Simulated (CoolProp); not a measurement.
A simple Rankine cycle with water: condensing at 305.15 K, boiler at 13.5 MPa, turbine inlet 611.8 K, turbine efficiency 0.9, pump efficiency 0.7, no recuperator. Each further row changes one setting.

Values from CoolProp's reference Helmholtz-energy equation of state, Wagner 2002.

```tsv
case	thermal efficiency (%)	net work (kJ/kg)	heat in (kJ/kg)	turbine exit temperature (K)	volume ratio over the turbine
as stated	35.8	___	2540	305.1	1550
turbine inlet 631.8 K	36.3	971	2680	305.1	1390
condensing temperature 297.15 K	___	946	___	297.1	2390
boiler pressure 9.45 MPa	35.4	___	___	305.1	___
turbine efficiency 0.8	31.7	___	2540	305.1	1650
```

Problem. Fill in the missing entries.

Solution. 
- as stated, net work (kJ/kg): 910
- condensing temperature 297.15 K, thermal efficiency (%): 36.7
- condensing temperature 297.15 K, heat in (kJ/kg): 2580
- boiler pressure 9.45 MPa, net work (kJ/kg): 974
- boiler pressure 9.45 MPa, heat in (kJ/kg): 2750
- boiler pressure 9.45 MPa, volume ratio over the turbine: 935
- turbine efficiency 0.8, net work (kJ/kg): 806

The expansion ends wet for: as stated; turbine inlet 631.8 K; condensing temperature 297.15 K; boiler pressure 9.45 MPa; turbine efficiency 0.8.
